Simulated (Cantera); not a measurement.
Standard-state values (1 bar) from the NASA 1993 polynomials, evaluated with Cantera. Values are per mole of reaction as written; species without (g) are pure solids or liquids, kept so even where they would boil at 1 bar.

Between 1998 and 2298 K, where is each reaction favourable under standard conditions?
- 2 H(g) + NbO₂ = 2 OH(g) + Nb


- 2 H(g) + NbO₂ = 2 OH(g) + Nb: ΔG° is 258 kJ at 1998 K and 245 kJ at 2298 K; it stays positive (K < 1). ΔH° is 284 kJ and ΔS° 17 J/K at 2298 K.
